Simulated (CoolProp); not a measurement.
Saturation properties of n-perfluorohexane (Tc = 448.0 K, pc = 17.42 bar, ω = 0.497).

The numbers come from the reference Helmholtz-energy equation of state, Gao 2022 in CoolProp.

```csv
T (K),p (bar),enthalpy of vaporisation (kJ/kg),liquid cp (kJ/(kg K))
337.9,1.303,82.27,1.111
341.3,1.450,81.25,1.116
344.7,1.611,80.22,1.122
348.1,1.785,79.18,1.128
351.4,1.967,78.14,1.134
354.8,2.170,77.05,1.140
358.2,2.388,75.94,1.147
361.6,2.622,74.80,1.153
365,2.873,73.64,1.160
368.4,3.143,72.44,1.167
371.8,3.431,71.22,1.174
375.2,3.739,69.97,1.182
```

It boils at 330.3 K under 1 atm.
